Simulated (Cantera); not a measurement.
Input (Python, Cantera) and output of one run.

```python
import numpy as np
import cantera as ct

gas_names = [...]  # 113 gases of nasa_gas.yaml made of C, H, O, Ti
cond_names = """
    C(gr) C6H6(L) C7H8(L) C8H18(L),n-octa H2O(s) H2O(L) Ti(a) Ti(b) Ti(L) TiC(s) TiC(L) TiO(a) TiO(b)
    TiO(L) TiO2(ru) TiO2(L) Ti2O3(a) Ti2O3(b) Ti2O3(L) Ti3O5(a) Ti3O5(b) Ti3O5(L) Ti4O7(s) Ti4O7(L)
""".split()


# ... load() reads the species with a 1 bar reference pressure and builds the phases ...
atoms = {
    'Ti(OiPr)4': {'Ti': 1, 'C': 12, 'H': 28, 'O': 4},
    'C3H8': {'C': 3, 'H': 8},
    'H2': {'H': 2},
}
top_T = {'C(gr)': 4500}  # K; cautious upper limits of use, not melting points


# ... equilibrate(T, P, feed) seeds the gas with the atoms and calls Mixture.equilibrate('TP', solver="vcs", rtol=1e-11, max_steps=5000) ...
results = []
T = 1048.15  # K
P = 1000  # Pa
for m in [1.6, 2.4, 3.4, 5, 7.3, 11, 15, 22, 33, 47]:
    feed = {'Ti(OiPr)4': 1, 'C3H8': 0.43, 'H2': m}  # mol
    mix = equilibrate(T, P, feed)
    results.append((T, P, feed, dict(zip(mix.species_names, mix.species_moles))))
    x = sorted(zip(gas.X, gas.species_names), reverse=True)
    print(f"T = {T:g} K  P = {P:g} Pa  n(H2) = {m:g} mol  gas = {mix.phase_moles(0):.4g} mol")
    print("   x: " + "  ".join(f"{s} {v:.3e}" for v, s in x if v > 1e-06))
    print("   condensed (mol): " + ("  ".join(f"{mix.phase(i).name} {mix.phase_moles(i):.4g}"
          for i in range(1, mix.n_phases) if mix.phase_moles(i) > 1e-12) or "none"))
```

It prints:

```
T = 1048.15 K  P = 1000 Pa  n(H2) = 1.6 mol  gas = 19.31 mol
   x: H2 8.960e-01  CO 1.034e-01  CH4 4.680e-04  H2O 1.728e-04  CO2 2.364e-05
   condensed (mol): C(gr) 11.28  TiO2(ru) 1
T = 1048.15 K  P = 1000 Pa  n(H2) = 2.4 mol  gas = 20.11 mol
   x: H2 9.001e-01  CO 9.926e-02  CH4 4.723e-04  H2O 1.667e-04  CO2 2.180e-05
   condensed (mol): C(gr) 11.28  TiO2(ru) 1
T = 1048.15 K  P = 1000 Pa  n(H2) = 3.4 mol  gas = 21.11 mol
   x: H2 9.048e-01  CO 9.456e-02  CH4 4.772e-04  H2O 1.596e-04  CO2 1.978e-05
   condensed (mol): C(gr) 11.28  TiO2(ru) 1
T = 1048.15 K  P = 1000 Pa  n(H2) = 5 mol  gas = 22.71 mol
   x: H2 9.114e-01  CO 8.790e-02  CH4 4.843e-04  H2O 1.495e-04  CO2 1.710e-05
   condensed (mol): C(gr) 11.28  TiO2(ru) 1
T = 1048.15 K  P = 1000 Pa  n(H2) = 7.3 mol  gas = 25.08 mol
   x: H2 9.169e-01  CO 8.247e-02  CH4 4.901e-04  H2O 1.411e-04  CO2 1.505e-05
   condensed (mol): C(gr) 11.21  TiO2(ru) 0.7106  Ti4O7(s) 0.07235
T = 1048.15 K  P = 1000 Pa  n(H2) = 11 mol  gas = 28.95 mol
   x: H2 9.218e-01  CO 7.756e-02  CH4 4.954e-04  H2O 1.334e-04  CO2 1.331e-05
   condensed (mol): C(gr) 11.03  Ti4O7(s) 0.25
T = 1048.15 K  P = 1000 Pa  n(H2) = 15 mol  gas = 32.95 mol
   x: H2 9.312e-01  CO 6.815e-02  CH4 5.055e-04  H2O 1.184e-04  CO2 1.028e-05
   condensed (mol): C(gr) 11.03  Ti4O7(s) 0.25
T = 1048.15 K  P = 1000 Pa  n(H2) = 22 mol  gas = 39.95 mol
   x: H2 9.432e-01  CO 5.621e-02  CH4 5.186e-04  H2O 9.891e-05  CO2 6.992e-06
   condensed (mol): C(gr) 11.02  Ti4O7(s) 0.25
T = 1048.15 K  P = 1000 Pa  n(H2) = 33 mol  gas = 50.94 mol
   x: H2 9.553e-01  CO 4.408e-02  CH4 5.320e-04  H2O 7.856e-05  CO2 4.300e-06
   condensed (mol): C(gr) 11.02  Ti4O7(s) 0.25
T = 1048.15 K  P = 1000 Pa  n(H2) = 47 mol  gas = 64.93 mol
   x: H2 9.648e-01  CO 3.458e-02  CH4 5.427e-04  H2O 6.225e-05  CO2 2.647e-06
   condensed (mol): C(gr) 11.01  Ti4O7(s) 0.25
```

These are equilibrium values from Cantera (NASA tables, ideal gas, pure condensed phases), not measurements of a reactor. The feed counts by its element totals alone. Mutual solubility and eutectic melting of coexisting phases are not modelled. Condensed phases not in the tables: Magnéli phases beyond Ti4O7.
